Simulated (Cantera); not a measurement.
A closed system holds: 1 mol toluene, 0.67 mol H₂O, 39 mol H₂, held at 2800 °C and 100000 Pa.

Cantera equilibrium calculation (NASA polynomials, part measured and part estimated; ideal gas, pure solids and liquids). Candidate condensed phases: C, C₆H₆, C₇H₈, C₈H₁₈, H₂O; 110 gas species. Kinetics and transport are ignored.

Base state: H₂ 0.753, H 0.171, C₂H₂ (acetylene) 0.0573, CO 0.0138, C₂H 0.00247, C₄H₂ 0.00182, C₃ 0.000661, C₂H₂ (vinylidene) 0.000213 (mole fractions); condensed: gas only.

### Question
What changes in the equilibrium state with this change: H₂O from 0.67 to 0.08 mol?

### Answer
| species | before | after |
|---|---|---|
| H₂ | 0.753 | 0.763 |
| H | 0.171 | 0.172 |
| C₂H₂ (acetylene) | 0.0573 | 0.0583 |
| CO | 0.0138 | 0.00169 |
| CH₄ | 4.09e-5 | 4.21e-5 |
| C₆H₂ | 6.15e-5 | 6.32e-5 |
| C₃H₃ (propargyl) | 2.54e-5 | 2.60e-5 |
| C₂H₃ (vinyl) | 1.60e-5 | 1.64e-5 |
| C(graphite), mol | 0 | 0.643 |
